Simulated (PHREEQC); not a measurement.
Solution (18 °C): 0.044 mmol/kgw Ca(HCO3)2, 3.9 mmol/kgw CO2 and 0.05 mmol/kgw NaCl. Closed to the air; pH follows from the charge balance.

The numbers come from PHREEQC with the ion-association model, phreeqc.dat.

This is a speciation only: nothing precipitates in the calculation.

Predict the pH, ionic strength.

pH 4.82; ionic strength 0.000198 mol/kgw.

In which forms is C present?

CO2 97 %, HCO3- 2.6 % of the C.

Species that the database lacks are ignored.
